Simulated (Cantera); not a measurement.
Input: 1 mol Fe3O4, a varied amount of C, 0.22 mol H2, equilibrated at 1450 K and 43.5 Torr.

Equilibrium computed with Cantera from the NASA thermochemical tables; the gas is ideal and each condensed phase is pure. Candidate condensed phases: C, C6H6, C7H8, C8H18, Fe, Fe(CO)5, FeO, Fe(OH)2, Fe(OH)3, Fe2O3, Fe3O4, H2O; 114 gas species. Mutual solubility and eutectic melting of coexisting phases are not modelled. The tables' stoichiometric FeO is somewhat more stable than real wüstite, so its field is too wide. FeO: taken at fixed stoichiometry. The numbers say what is thermodynamically allowed, not how fast it happens.

Task: Which condensed phases are stable at each of these points (n(C) (mol)): 0.37, 0.43, 0.51, 0.59, 0.7, 0.82, 0.96, 1.1, 1.3, 1.6?

Result: 
```
n(C) (mol)   condensed phases  Fe condensed (%)
----------  -----------------  ----------------
0.37        FeO(s) + Fe3O4(s)             100.0
0.43                   FeO(s)             100.0
0.51                   FeO(s)             100.0
0.59                   FeO(s)             100.0
0.7                    FeO(s)             100.0
0.82                   FeO(s)             100.0
0.96           Fe(γ) + FeO(s)             100.0
1.1            Fe(γ) + FeO(s)             100.0
1.3            Fe(γ) + FeO(s)             100.0
1.6            Fe(γ) + FeO(s)             100.0
```

At 0.37 mol C the condensed part is FeO(s) + Fe3O4(s). From 0.43 mol C to 0.82 mol C the condensed part is FeO(s). From 0.96 mol C to 1.6 mol C the condensed part is Fe(γ) + FeO(s).
